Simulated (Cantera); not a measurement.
An isothermal, constant-pressure homogeneous reactor starts with H2 : O2 : N2 = 0.097 : 1 : 0.55 (molar parts), at 1373 K and 3.68 Torr. Integrator tolerance rtol = 1e-08.

Detailed kinetics in Cantera: the H2/O2 subset of GRI-Mech 3.0, which has no nitrogen chemistry. Radical loss at walls, strong at low pressure, is not modelled. The temperature is held fixed by assumption; the heat of reaction is taken as removed at once.

Q: What does this change do: 0.028 parts H2O added?

A: 
```json
[
 {"quantity": "x(H2) at 1.00 s", "before": "0.000399 (gas-phase equilibrium 3.35e-7)", "after": "0.000398 (gas-phase equilibrium 4.28e-7)"},
 {"quantity": "x(O2) at 1.00 s", "before": "0.587 (gas-phase equilibrium 0.595)", "after": "0.579 (gas-phase equilibrium 0.585)"},
 {"quantity": "x(H2O2) at 1.00 s", "before": "1.73e-8 (gas-phase equilibrium 3.05e-10)", "after": "1.93e-8 (gas-phase equilibrium 3.83e-10)"},
 {"quantity": "x(OH) at 1.00 s", "before": "0.00307 (gas-phase equilibrium 8.96e-5)", "after": "0.00304 (gas-phase equilibrium 0.000100)"},
 {"quantity": "x(H) at 1.00 s", "before": "0.00118 (gas-phase equilibrium 2.77e-8)", "after": "0.000913 (gas-phase equilibrium 3.13e-8)"},
 {"quantity": "x(O) at 1.00 s", "before": "0.00841 (gas-phase equilibrium 6.84e-6)", "after": "0.00645 (gas-phase equilibrium 6.78e-6)"},
 {"quantity": "x(H2O) at 1.00 s", "before": "0.0578 (gas-phase equilibrium 0.0606)", "after": "0.0741 (gas-phase equilibrium 0.0768)"}
]
```

Q: What does this change do: pressure from 3.68 Torr to 3.23 Torr?

A: 
```json
[
 {"quantity": "x(H2) at 1.00 s", "before": "0.000399 (gas-phase equilibrium 3.35e-7)", "after": "0.000526 (gas-phase equilibrium 3.57e-7)"},
 {"quantity": "x(O2) at 1.00 s", "before": "0.587 (gas-phase equilibrium 0.595)", "after": "0.585 (gas-phase equilibrium 0.595)"},
 {"quantity": "x(H2O2) at 1.00 s", "before": "1.73e-8 (gas-phase equilibrium 3.05e-10)", "after": "1.67e-8 (gas-phase equilibrium 2.86e-10)"},
 {"quantity": "x(OH) at 1.00 s", "before": "0.00307 (gas-phase equilibrium 8.96e-5)", "after": "0.00351 (gas-phase equilibrium 9.25e-5)"},
 {"quantity": "x(H) at 1.00 s", "before": "0.00118 (gas-phase equilibrium 2.77e-8)", "after": "0.00181 (gas-phase equilibrium 3.06e-8)"},
 {"quantity": "x(O) at 1.00 s", "before": "0.00841 (gas-phase equilibrium 6.84e-6)", "after": "0.0112 (gas-phase equilibrium 7.30e-6)"},
 {"quantity": "x(H2O) at 1.00 s", "before": "0.0578 (gas-phase equilibrium 0.0606)", "after": "0.0570 (gas-phase equilibrium 0.0606)"}
]
```
